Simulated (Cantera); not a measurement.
A Cantera script and its output.

```python
import numpy as np
import cantera as ct

gas = ct.Solution("gri30.yaml")
gas.TPX = 1750, 340000, {'H2': 1, 'O2': 0.294, 'N2': 1.11, 'NO': 0.0039}
reactor = ct.IdealGasConstPressureReactor(gas, energy="on", clone=False)
net = ct.ReactorNet([reactor])
net.rtol, net.atol = 1e-08, 1e-16
show = ['H2', 'O2', 'NO', 'OH', 'HO2', 'H']
times = np.geomspace(2e-06, 3, 10)

steps = ct.SolutionArray(gas, extra=["t"])
rows = []
print(f"{'t/s':>10s}{'T/K':>9s}{'P/Pa':>11s}" + "".join(f"{s:>11s}" for s in show))
for t in times:
    while net.time < t:
        t_next = net.step()
        steps.append(gas.state, t=t_next)
    rows.append([np.interp(t, steps.t, y) for y in (steps.T, steps.P, *steps(*show).X.T)])
    print(f"{t:10.3e}{rows[-1][0]:9.1f}{rows[-1][1]:11.4g}" + "".join(f"{x:11.3e}" for x in rows[-1][2:]))
rate = np.gradient(steps.T, steps.t)
print("integrator steps:", len(steps.t))
if steps.T.max() > steps.T[0] + 200:
    print(f"time of steepest temperature rise: {steps.t[rate.argmax()]:.4e} s")
gas.TPX = 1750, 340000, {'H2': 1, 'O2': 0.294, 'N2': 1.11, 'NO': 0.0039}
gas.equilibrate("HP")
print(f"equilibrium (HP): T = {gas.T:.1f} K  " + "  ".join(f"{s} {gas[s].X[0]:.3e}" for s in show))
```

It prints:

```
       t/s      T/K       P/Pa         H2         O2         NO         OH        HO2          H
 2.000e-06   1898.8    3.4e+05  2.432e-01  5.234e-02  1.628e-03  1.166e-02  6.871e-05  9.775e-02
 9.711e-06   2776.3    3.4e+05  1.750e-01  3.015e-03  1.836e-03  2.367e-02  3.886e-06  6.620e-02
 4.715e-05   3027.6    3.4e+05  1.829e-01  1.317e-03  2.239e-03  1.838e-02  2.113e-06  4.053e-02
 2.289e-04   3027.1    3.4e+05  1.835e-01  1.274e-03  2.946e-03  1.811e-02  2.051e-06  4.013e-02
 1.112e-03   3026.7    3.4e+05  1.836e-01  1.268e-03  3.083e-03  1.807e-02  2.042e-06  4.009e-02
 5.397e-03   3026.7    3.4e+05  1.836e-01  1.268e-03  3.083e-03  1.807e-02  2.042e-06  4.009e-02
 2.621e-02   3026.7    3.4e+05  1.836e-01  1.268e-03  3.083e-03  1.807e-02  2.042e-06  4.009e-02
 1.272e-01   3026.7    3.4e+05  1.836e-01  1.268e-03  3.083e-03  1.807e-02  2.042e-06  4.009e-02
 6.179e-01   3026.7    3.4e+05  1.836e-01  1.268e-03  3.083e-03  1.807e-02  2.042e-06  4.009e-02
 3.000e+00   3026.7    3.4e+05  1.836e-01  1.268e-03  3.083e-03  1.807e-02  2.042e-06  4.009e-02
integrator steps: 1114
time of steepest temperature rise: 2.0356e-06 s
equilibrium (HP): T = 3026.7 K  H2 1.836e-01  O2 1.268e-03  NO 3.083e-03  OH 1.807e-02  HO2 2.042e-06  H 4.009e-02
```

Computed with Cantera and GRI-Mech 3.0 (53 species, 325 reactions). The hydrogen kinetics of GRI-Mech 3.0 are dated; newer H2 mechanisms differ, most at raised pressure. Above 3000 K some thermodynamic fits are extrapolated.
